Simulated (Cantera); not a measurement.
A closed system holds: 1 mol SiCl4, 0.54 mol Cl2, 15 mol H2, at 1223.15 K and 3.20 bar.

These are equilibrium values from Cantera (NASA tables, ideal gas, pure condensed phases), not measurements of a reactor. Candidate condensed phases: Si; 19 gas species. The tables' values for SiCl3 are old estimates; treat these amounts as uncertain. Rates play no part.

Base state: H2 0.857, HCl 0.0828, SiCl4 0.0438, SiHCl3 0.0140, SiCl3 0.00152, SiH2Cl2 0.000597, SiCl2 0.000422 (mole fractions); condensed: gas only.

### Question
What changes in the equilibrium state with this change: Cl2 from 0.54 to 1 mol?

### Answer
```tsv
species	before	after
H2	0.857	0.812
HCl	0.0828	0.129
SiCl4	0.0438	0.0480
SiHCl3	0.0140	0.00935
SiH2Cl2	0.000597	0.000243
SiCl2	0.000422	0.000181
```

### Question
What changes in the equilibrium state with this change: Cl2 from 0.54 to 1.5 mol?

### Answer
```csv
species,before,after
H2,0.857,0.764
HCl,0.0828,0.179
SiCl4,0.0438,0.0496
SiHCl3,0.0140,0.00654
SiH2Cl2,0.000597,0.000115
SiCl2,0.000422,9.11e-5
SiCl3,0.00152,0.000753
```
